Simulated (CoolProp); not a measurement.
Vapour-liquid equilibrium of ethane (1) + hydrogen chloride (2) at 0.0765 MPa; x and y are mole fractions of (1).

Computed with CoolProp (multi-fluid Helmholtz-energy mixture model, Bücker 2006 and Thol 2018; pair parameters Bell 2016).

Q: Give the bubble temperature and the first vapour's composition at x = 0.35, 0.45, 0.65. Is there an azeotrope?

A: x = 0.35: 174.1 K, y = 0.529; x = 0.45: 174.0 K, y = 0.539; x = 0.65: 174.0 K, y = 0.570. y crosses x between x = 0.55 and 0.65: the model has an azeotrope there.

Pair parameters are fitted to limited data, so mixtures are less certain than the pure fluids.
